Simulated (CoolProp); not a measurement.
Properties of dodecamethylpentasiloxane (MD3M) along the isobar 1.12 MPa (Tc = 628.0 K, pc = 0.9540 MPa, ω = 0.730).

Computed with CoolProp (reference Helmholtz-energy equation of state, Thol 2019).

| T (K) | phase | density (kg/m³) | isothermal compressibility (1/MPa) | expansivity (1/kK) | fugacity coefficient |
|---|---|---|---|---|---|
| 222.7 | liquid | 944.4 | 0.0008828 | 1.053 | 2.951e-10 |
| 250.7 | liquid | 916.9 | 0.001071 | 1.059 | 3.038e-8 |
| 278.6 | liquid | 890.0 | 0.001305 | 1.077 | 9.989e-7 |
| 306.6 | liquid | 863.3 | 0.001603 | 1.106 | 1.506e-5 |
| 334.5 | liquid | 836.6 | 0.001984 | 1.145 | 0.0001270 |
| 362.5 | liquid | 809.6 | 0.002486 | 1.198 | 0.0007038 |
| 390.5 | liquid | 782.2 | 0.003155 | 1.265 | 0.002818 |
| 418.4 | liquid | 754.2 | 0.004068 | 1.351 | 0.008737 |
| 446.4 | liquid | 725.1 | 0.005362 | 1.463 | 0.02231 |
| 474.3 | liquid | 694.8 | 0.007261 | 1.611 | 0.04845 |
| 502.3 | liquid | 662.3 | 0.01023 | 1.817 | 0.09276 |
| 530.3 | liquid | 627.0 | 0.01526 | 2.122 | 0.1597 |
| 558.2 | liquid | 587.2 | 0.02492 | 2.624 | 0.2511 |
